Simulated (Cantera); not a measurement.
Input: 1 mol Si2H6, 2.9 mol HCl, 8.5 mol N2, held at 1.60 bar.

Cantera equilibrium calculation (NASA polynomials, part measured and part estimated; ideal gas, pure solids and liquids). Candidate condensed phases: NH4Cl, Si, Si3N4; 28 gas species. The feed counts by its element totals alone. N2 is the only nitrogen source here; it is nearly inert below about 1500 K, so the nitride shown seldom forms there in practice. The tables' values for SiCl3 are old estimates; treat these amounts as uncertain. Kinetics and transport are ignored.

x: gas mole fraction; n: condensed amount in mol.

| T (K) | x N2 | x H2 | x HCl | x SiCl2 | x SiCl4 | n Si3N4(s) |
|---|---|---|---|---|---|---|
| 1373 | 0.553 | 0.241 | 0.200 | 0.000109 | 0.00500 | 0.641 |
| 1398 | 0.553 | 0.241 | 0.200 | 0.000165 | 0.00480 | 0.641 |
| 1423 | 0.553 | 0.241 | 0.200 | 0.000246 | 0.00460 | 0.641 |
| 1448 | 0.553 | 0.240 | 0.201 | 0.000361 | 0.00441 | 0.641 |
| 1473 | 0.553 | 0.240 | 0.200 | 0.000520 | 0.00421 | 0.641 |
| 1498 | 0.553 | 0.240 | 0.200 | 0.000740 | 0.00401 | 0.640 |
| 1523 | 0.553 | 0.241 | 0.200 | 0.00104 | 0.00381 | 0.638 |
| 1548 | 0.553 | 0.241 | 0.199 | 0.00143 | 0.00360 | 0.636 |
| 1573 | 0.553 | 0.241 | 0.198 | 0.00195 | 0.00338 | 0.634 |
| 1598 | 0.553 | 0.242 | 0.197 | 0.00261 | 0.00316 | 0.631 |
| 1623 | 0.554 | 0.242 | 0.195 | 0.00346 | [?] | 0.627 |
| 1648 | 0.554 | 0.243 | 0.193 | 0.00450 | [?] | 0.623 |
| 1673 | 0.554 | 0.244 | 0.190 | 0.00578 | [?] | 0.617 |

Task: Some entries are withheld; supply them.

Result: 
- 1623, x SiCl4: 0.00292
- 1648, x SiCl4: 0.00268
- 1673, x SiCl4: 0.00244
